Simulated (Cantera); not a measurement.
An adiabatic, constant-volume homogeneous reactor starts with 31.6 % H2, 14.4 % O2, 54.0 % N2, equivalence ratio 1.1, at 1650 K and 0.257 atm.

Model: the H2/O2 subset of GRI-Mech 3.0, which has no nitrogen chemistry, integrated in Cantera.

One state of this run: T (K) = 2885; P (bar) = 0.422; x H2 = 0.0774; x O2 = 0.0174; x O = 0.0154; x OH = 0.0405; x HO2 = 6.28e-6; x H2O2 = 2.72e-7; x H2O = 0.219. x: mole fraction; the columns are a selection and need not sum to one.

Task: Which value of t (s) does it belong to?
A) 1.59e-5
B) 4.48e-5
C) 0.503
D) 0.000356

Result: C, 0.503
